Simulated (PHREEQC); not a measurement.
A solution holds 0.044 mol NH4Br, 0.21 mol CaCl2 and 0.0085 mol KCl per kg of water, at 90 °C. Closed to the air; pH follows from the charge balance.

Computed with PHREEQC (ion-association model, wateq4f.dat).

```yaml
pH: 4.63
ionic_strength: 0.682 mol/kgw
activity_of_water: 0.988
```

```json
[
 {"species": "Cl-", "molality": "0.428", "activity": "0.250", "log γ": "-0.233"},
 {"species": "Ca+2", "molality": "0.210", "activity": "0.0428", "log γ": "-0.691"},
 {"species": "Br-", "molality": "0.0440", "activity": "0.0315", "log γ": "-0.145"},
 {"species": "NH4+", "molality": "0.0440", "activity": "0.0315", "log γ": "-0.145"},
 {"species": "K+", "molality": "0.00850", "activity": "0.00496", "log γ": "-0.233"},
 {"species": "H+", "molality": "3.21e-5", "activity": "2.35e-5", "log γ": "-0.137"}
]
```

No solid was allowed to form. Complexes and solids missing from the database can't appear. Constants without temperature data keep their 25 °C values here.
